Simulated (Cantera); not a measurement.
# Silicon oxide and oxynitride deposition: Si2H6 + H2O

Input: 1 mol Si2H6, a varied amount of H2O, held at 1152 °C and 0.000170 bar.

Method: chemical equilibrium by Gibbs-energy minimisation in Cantera with the NASA 1993 tables (ideal gas, pure condensed phases). Candidate condensed phases: H2O, Si, SiO2; 18 gas species. The feed counts by its element totals alone. The tables hold silica as quartz up to 1696 K and as liquid above; real silica turns to tridymite and cristobalite and melts near 1996 K. The numbers say what is thermodynamically allowed, not how fast it happens.

From 0.27 mol H2O to 1.9 mol H2O the condensed part is Si(s). From 2.1 mol H2O to 2.8 mol H2O the condensed part is SiO2(β-quartz). The main Si-bearing gas is SiO throughout.

```
n(H2O) (mol)  log p H2  log p SiO  log p H  log p Si  log p H2O  log p SiH  log p SiH2  n Si(s)  n SiO2(β-quartz)
------------  --------  ---------  -------  --------  ---------  ---------  ----------  -------  ----------------
0.27             -3.80      -4.89    -7.07     -8.79     -10.63     -10.05      -10.07     1.73                 0
0.5              -3.83      -4.67    -7.08     -8.79     -10.44     -10.06      -10.09     1.50                 0
0.73             -3.85      -4.56    -7.09     -8.79     -10.34     -10.07      -10.11     1.27                 0
0.95             -3.86      -4.48    -7.10     -8.79     -10.28     -10.08      -10.13     1.05                 0
1.2              -3.88      -4.42    -7.11     -8.79     -10.24     -10.08      -10.15    0.800                 0
1.4              -3.89      -4.39    -7.11     -8.79     -10.21     -10.09      -10.16    0.600                 0
1.6              -3.90      -4.36    -7.12     -8.79     -10.19     -10.10      -10.17    0.400                 0
1.9              -3.91      -4.32    -7.12     -8.79     -10.17     -10.10      -10.18   0.0999                 0
2.1              -3.91      -4.34    -7.12     -9.64      -9.33     -10.95      -11.02        0            0.1000
2.3              -3.89      -4.38    -7.11     -9.74      -9.27     -11.04      -11.10        0             0.300
2.5              -3.87      -4.44    -7.10     -9.85      -9.19     -11.14      -11.20        0             0.500
2.8              -3.85      -4.54    -7.09    -10.04      -9.08     -11.32      -11.37        0             0.800
```
log p: log10 of the partial pressure in bar; n: condensed amount in mol.
